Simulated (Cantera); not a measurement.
Feed: 1 mol Si, 1.9 mol H2, equilibrated at 188 Torr.

Cantera equilibrium calculation (NASA polynomials, part measured and part estimated; ideal gas, pure solids and liquids). Candidate condensed phases: Si; 9 gas species. Gases not in the tables: Si2H6 and higher silanes. Rates play no part.

### Question
Which condensed phases are stable at each of these points (T (K)): 500, 700, 900, 1100, 1300, 1500, 1700?

### Answer
| T (K) | condensed phases | Si condensed (%) |
|---|---|---|
| 500 | Si(s) | 100.0 |
| 700 | Si(s) | 100.0 |
| 900 | Si(s) | 100.0 |
| 1100 | Si(s) | 100.0 |
| 1300 | Si(s) | 100.0 |
| 1500 | Si(s) | 100.0 |
| 1700 | Si(l) | 100.0 |

From 500 K to 1500 K the condensed part is Si(s). At 1700 K the condensed part is Si(l).
